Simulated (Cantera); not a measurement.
An adiabatic, constant-pressure homogeneous reactor starts with H2 : O2 : N2 = 1 : 0.877 : 3.3 (molar parts), equivalence ratio 0.57, at 1400 K and 940000 Pa. Integrator tolerance rtol = 1e-08.

Detailed kinetics in Cantera: GRI-Mech 3.0 (53 species, 325 reactions). The hydrogen kinetics of GRI-Mech 3.0 are dated; newer H2 mechanisms differ, most at raised pressure.

Question: What does this change do: constant volume in place of constant pressure?

Answer: 
| quantity | before | after |
|---|---|---|
| time of steepest temperature rise | 2.58 µs | 2.50 µs |
| temperature at 8.00 s | 2628 K | 2832 K |
| equilibrium temperature | 2628 K | 2832 K |
| x(H2) at 8.00 s | 0.00270 (gas-phase equilibrium 0.00270) | 0.00457 (gas-phase equilibrium 0.00457) |
| x(O2) at 8.00 s | 0.0695 (gas-phase equilibrium 0.0695) | 0.0658 (gas-phase equilibrium 0.0658) |
| x(H) at 8.00 s | 0.000733 (gas-phase equilibrium 0.000733) | 0.00149 (gas-phase equilibrium 0.00149) |
| x(N2O) at 8.00 s | 2.47e-6 (gas-phase equilibrium 2.47e-6) | 4.41e-6 (gas-phase equilibrium 4.41e-6) |
| x(O) at 8.00 s | 0.00228 (gas-phase equilibrium 0.00228) | 0.00380 (gas-phase equilibrium 0.00380) |
